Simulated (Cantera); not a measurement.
A Cantera script and what it prints.

```python
import numpy as np
import cantera as ct

gas_names = """
    C2H4 C2H6
""".split()
cond_names = """
    Ta(cr) Ta(L) TaC(s) TaC(L)
""".split()


# ... load() reads the species with a 1 bar reference pressure and builds the phases ...
species = {s.name: s for s in load("nasa_gas.yaml", gas_names) + load("nasa_condensed.yaml", cond_names)}
# Each term lists the table entries of one substance; the one whose range holds T is used.
reactions = {
    '3 C2H4(g) + 2 Ta = 2 C2H6(g) + 2 TaC':
        [(-3, ['C2H4']), (-2, ['Ta(cr)', 'Ta(L)']), (2, ['C2H6']), (2, ['TaC(s)', 'TaC(L)'])],
}


def pick(names, T):
    return next(species[n] for n in names if species[n].thermo.min_temp <= T <= species[n].thermo.max_temp)


results = []
for label, terms in reactions.items():
    print(label)
    print("     T/K   dH/kJ  dS/(J/K)   dG/kJ   log10 K")
    for T in [1825, 2025, 2225, 2425, 2625]:
        used = [(nu, pick(names, T)) for nu, names in terms]
        dH = sum(nu * s.thermo.h(T) for nu, s in used) / 1e6
        dS = sum(nu * s.thermo.s(T) for nu, s in used) / 1e3
        dG = dH - T * dS / 1e3
        logK = -dG * 1e6 / (ct.gas_constant * T * np.log(10))
        results.append((label, T, dH, dS, dG, logK, [s.name for _, s in used]))
        print(f"{T:8g} {dH:8.1f} {dS:8.1f} {dG:8.1f} {logK:8.2f}")
```

Output:

```
3 C2H4(g) + 2 Ta = 2 C2H6(g) + 2 TaC
     T/K   dH/kJ  dS/(J/K)   dG/kJ   log10 K
    1825   -598.8   -184.1   -262.8     7.52
    2025   -595.5   -182.4   -226.1     5.83
    2225   -592.1   -180.8   -189.8     4.46
    2425   -588.5   -179.3   -153.8     3.31
    2625   -585.0   -177.9   -118.1     2.35
```

Source: NASA polynomial tables (part measured, part estimated), evaluated in Cantera. TaC: taken at fixed stoichiometry. Condensed species are held in their standard states even where they would react or evaporate.
